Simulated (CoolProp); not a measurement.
Vapour-liquid equilibrium of n-decane (1) + n-dodecane (2) at 0.0735 MPa; x and y are mole fractions of (1).

Computed with CoolProp (multi-fluid Helmholtz-energy mixture model, Lemmon 2006 and Lemmon 2004; pair parameters Bell 2016).

```csv
x,"bubble temperature, mixture model (K)","bubble temperature, Raoult's law (K)","y, mixture model","y, Raoult's law"
0.05,___,473.1,0.117,0.127
0.2,464.9,464.3,0.399,0.417
0.35,457.4,457.0,0.600,0.614
0.5,___,450.7,___,0.752
0.65,445.4,445.3,___,0.852
0.8,440.6,440.6,0.923,0.927
0.95,436.4,436.4,0.983,0.984
```

Question: Complete the blanks.

Answer: 
- 0.05, bubble temperature, mixture model (K): 473.4
- 0.5, bubble temperature, mixture model (K): 451.0
- 0.5, y, mixture model: 0.743
- 0.65, y, mixture model: 0.846

The largest gap from Raoult's law is +0.6 K in bubble temperature, at x = 0.2. No azeotrope shows between x = 0.05 and 0.95.

The pair parameters rest on a limited set of measurements; away from them the model extrapolates.
